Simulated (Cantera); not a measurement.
A diamond (100) surface in a fixed gas of H2 with x(CH4) = 0.022, x(H) = 0.001, at 950 K, 82.5 Torr; coverages are run to steady state.

Model: the Harris–Goodwin 1993 mechanism for the reconstructed diamond (100) surface, integrated in Cantera.

One state of this run: growth (µm/h) = 3.27; θ c6HH = 0.605; θ c6H* = 0.0132; θ c6*H = 0.313; θ c6** = 0.00588; θ c6HM = 0.0483. θ: site fractions in the mechanism's names (c6HH fully hydrogenated, c6H* and c6*H radical sites, c6** diradical, c6HM methylated).

**Question.** Which value of x(CH3) does it belong to?
A) 3.9e-05
B) 8e-05
C) 2.1e-06
D) 0.00034

**Answer.** B, 8e-05
